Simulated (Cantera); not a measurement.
A freely propagating, adiabatic, planar premixed flame of 16.4 % CO, 7.40 % H2, 14.4 % O2, 61.8 % N2, equivalence ratio 0.83, unburnt at 473 K and 9.87 atm; multicomponent+Soret transport, grid criteria slope 0.08 and curve 0.16, no radiation.

Detailed kinetics in Cantera: GRI-Mech 3.0 (53 species, 325 reactions). The hydrogen kinetics of GRI-Mech 3.0 are dated; newer H2 mechanisms differ, most at raised pressure. Burning velocities carry a grid error of a few per cent, more on coarse grids.

Predict: laminar burning velocity; thermal thickness; peak x(H); peak x(HO2).


| Item | Result |
|---|---|
| laminar burning velocity | 56.5 cm/s |
| thermal thickness | 0.0611 mm |
| peak x(H) | 0.00175 |
| peak x(HO2) | 0.000513 |
